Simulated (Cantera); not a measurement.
## Gas-phase reforming

An isothermal, constant-pressure homogeneous reactor starts with 37.0 % CH4, 63.0 % H2O, at 2125 K and 500000 Pa.

Detailed kinetics in Cantera: GRI-Mech 3.0 (53 species, 325 reactions).

```tsv
t (s)	x CH4	x H2O	x O2	x H2O2	x C2H6
7.00e-5	0.0512	0.450	6.13e-8	9.81e-10	8.64e-5
0.000286	0.0229	0.376	3.68e-8	6.40e-10	1.61e-5
0.00117	0.0149	0.267	1.67e-8	2.64e-10	5.59e-6
0.00476	0.00632	0.172	7.01e-9	9.37e-11	8.72e-7
0.0194	0.000399	0.141	4.72e-9	5.92e-11	3.46e-9
0.0794	1.92e-7	0.140	4.69e-9	5.89e-11	<1e-12
0.324	1.92e-7	0.140	4.69e-9	5.89e-11	<1e-12
1.32	1.92e-7	0.140	4.69e-9	5.89e-11	<1e-12
5.40	1.92e-7	0.140	4.69e-9	5.89e-11	<1e-12
22.0	1.92e-7	0.140	4.69e-9	5.89e-11	<1e-12
90.0	1.92e-7	0.140	4.69e-9	5.89e-11	<1e-12
```
x: mole fraction; the columns are a selection and need not sum to one.

Equilibrium at this temperature and pressure: CH4 2.21e-7, H2O 0.140, O2 4.69e-9, H2O2 5.89e-11, C2H6 <1e-12 (gas phase only).
